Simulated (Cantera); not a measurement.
Reactions in the system H-O-Sr

Standard-state values (1 bar) from the NASA 1993 polynomials, evaluated with Cantera. Values are per mole of reaction as written; species without (g) are pure solids or liquids, kept so even where they would boil at 1 bar.

Sr(OH)2 + Sr ⇌ 2 SrO + H2(g)

| T (K) | ΔH° (kJ) | ΔS° (J/K) | ΔG° (kJ) | log10 K | condensed phases |
|---|---|---|---|---|---|
| 300 | -215.2 | 89.8 | -242.1 | 42.15 | Sr(OH)2(s), Sr(s), SrO(s) |
| 1950 | -298.9 | 11.8 | -322.0 | 8.63 | Sr(OH)2(l), Sr(l), SrO(s) |
| 2000 | -300.6 | 11.0 | -322.6 | 8.42 | Sr(OH)2(l), Sr(l), SrO(s) |
| 2050 | -302.3 | 10.1 | -323.1 | 8.23 | Sr(OH)2(l), Sr(l), SrO(s) |
| 2100 | -304.0 | 9.4 | -323.6 | 8.05 | Sr(OH)2(l), Sr(l), SrO(s) |
| 2150 | -305.6 | 8.6 | -324.0 | 7.87 | Sr(OH)2(l), Sr(l), SrO(s) |
| 2200 | -307.1 | 7.9 | -324.5 | 7.70 | Sr(OH)2(l), Sr(l), SrO(s) |
